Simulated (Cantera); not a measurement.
Charge: 1 mol CCl4, 0.075 mol Si, 0.11 mol H2, at 2175 °C and 59.0 Pa.

Cantera equilibrium calculation (NASA polynomials, part measured and part estimated; ideal gas, pure solids and liquids). The tables' values for SiCl, SiCl3 are old estimates; treat these amounts as uncertain. Equilibrium is a limit: real reactors are often held back by kinetics, nucleation or transport.

```csv
species,before,after
Cl,0.928,0.948
HCl,0.0348,0.0217
H,0.0179,0.0109
Si,0.00853,0.00846
H2,0.000477,0.000177
SiCl3,1.54e-5,1.62e-5
Cl2,5.63e-5,5.88e-5
SiCl2,0.00617,0.00639
SiCl,0.00168,0.00170
SiC2,0.00190,0.00188
"C(graphite), mol",0.979,0.979
```
Gas species are given as mole fractions.

Question: Which change was made?
A) temperature from 2175 °C to 1452 °C
B) H2 from 0.11 to 0.067 mol
C) temperature from 2175 °C to 1925 °C
D) H2 from 0.11 to 15 mol

Answer: B, H2 from 0.11 to 0.067 mol
